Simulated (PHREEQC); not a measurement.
A solution holds 0.0022 mol/kgw H2SO4 and 0.017 mol/kgw Al(NO3)3, at 20 °C. It is in equilibrium with CO2 at log p = -3.4 (atm). Otherwise closed; pH follows from the charge balance.

Computed with PHREEQC (ion-association model, phreeqc.dat).

Question: The ionic strength comes out as 0.0982 mol/kgw. What activity coefficients do Al+3, Al(SO4)2-, AlOH+2, H+, SO4-2 get?

Answer: Al+3 0.18, Al(SO4)2- 0.78, AlOH+2 0.39, H+ 0.83, SO4-2 0.38.

No solid was allowed to form. Species that the database lacks are ignored.
